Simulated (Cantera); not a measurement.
Charge: 1 mol SiHCl3, 0.61 mol CH4, a varied amount of H2, equilibrated at 2598.15 K and 1.58 Torr.

These are equilibrium values from Cantera (NASA tables, ideal gas, pure condensed phases), not measurements of a reactor. Candidate condensed phases: C, C6H6, C7H8, C8H18, Si, SiC; 109 gas species. Rates play no part.

**Question.** At 150 mol H2, list the 4 most abundant gas species with their mole fractions, and the condensed phases.

**Answer.** H 0.547, H2 0.433, HCl 0.00745, Cl 0.00660. Condensed: gas only.
